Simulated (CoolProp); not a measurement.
Properties of CH3F (R41) at several states.

The numbers come from the reference Helmholtz-energy equation of state, Lemmon 2006 in CoolProp. It is a short technical equation, of lower accuracy than the large ones.

```
T (°C)   p (MPa)   phase          Z  cp (kJ/(kg K))  Joule-Thomson coefficient (K/MPa)  isothermal compressibility (1/MPa)
-------  -------  ------  ---------  --------------  ---------------------------------  ----------------------------------
-54.45    0.0228     gas     0.9943               …                              51.34                               44.11
-5.45     0.0213     gas     0.9975           1.062                                  …                               47.07
-127.75    0.514  liquid          …               …                                  …                                   …
-136.85   0.0115  liquid  0.0003474           2.103                                  …                                   …
```

What belongs in the gaps?


- -54.45, cp (kJ/(kg K)): 1.029
- -5.45, Joule-Thomson coefficient (K/MPa): 25.18
- -127.75, Z: 0.01480
- -127.75, cp (kJ/(kg K)): 2.083
- -127.75, Joule-Thomson coefficient (K/MPa): -0.3561
- -127.75, isothermal compressibility (1/MPa): 0.0008173
- -136.85, Joule-Thomson coefficient (K/MPa): -0.3584
- -136.85, isothermal compressibility (1/MPa): 0.0007401
